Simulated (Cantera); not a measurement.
Feed: 1 mol Al, 3 mol Cl₂, 1.4 mol H₂, at 17.0 Pa.

These are equilibrium values from Cantera (NASA tables, ideal gas, pure condensed phases), not measurements of a reactor. Candidate condensed phases: Al, AlCl₃; 12 gas species. Rates play no part. All values below are at 977 °C.

Base state: HCl 0.703, AlCl₃ 0.251, Cl 0.0409, Cl₂ 0.00467 (mole fractions); condensed: gas only.

### Question
What changes in the equilibrium state with this change: H₂ from 1.4 to 0.39 mol?

### Answer
| species | before | after |
|---|---|---|
| AlCl₃ | 0.251 | 0.300 |
| Cl | 0.0409 | 0.267 |
| HCl | 0.703 | 0.234 |
| Cl₂ | 0.00467 | 0.199 |
